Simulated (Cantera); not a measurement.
A closed system holds: 1 mol Ti, 3 mol CO2, 30 mol H2, at 1600 °C and 0.00800 bar.

Cantera equilibrium calculation (NASA polynomials, part measured and part estimated; ideal gas, pure solids and liquids). Equilibrium is a limit: real reactors are often held back by kinetics, nucleation or transport.

| species | before | after |
|---|---|---|
| H2 | 0.863 | 0.854 |
| CO | 0.0896 | 0.0893 |
| H2O | 0.0393 | 0.0391 |
| H | 0.00671 | 0.0166 |
| TiO2 | 1.63e-6 | 1.53e-5 |
| OH | 2.37e-5 | 7.56e-5 |
| CO2 | 0.000992 | 0.000893 |
| Ti3O5(s), mol | 0.333 | 0.333 |
Gas species are given as mole fractions.

Q: What was changed between the two runs?
(A) temperature from 1600 °C to 1725 °C
(B) temperature from 1600 °C to 1250 °C
(C) pressure from 0.00800 bar to 1 atm
(D) temperature from 1600 °C to 1502 °C

A: A, temperature from 1600 °C to 1725 °C
